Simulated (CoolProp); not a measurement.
The numbers come from the reference Helmholtz-energy equation of state, Zhou 2012 in CoolProp.

Q: Give the vapour pressure (bar), liquid cp (kJ/(kg K)), vapour Z, liquid viscosity (µPa s) of saturated m-xylene at 157.45, 177.45 °C.

A: 
```json
[
 {"T (°C)": "157.45", "p (bar)": "1.62", "liquid cp (kJ/(kg K))": "2.19", "vapour Z": "0.940", "liquid viscosity (µPa s)": "193"},
 {"T (°C)": "177.45", "p (bar)": "2.57", "liquid cp (kJ/(kg K))": "2.27", "vapour Z": "0.917", "liquid viscosity (µPa s)": "169"}
]
```

Viscosity comes from a separate model (Cao 2016).
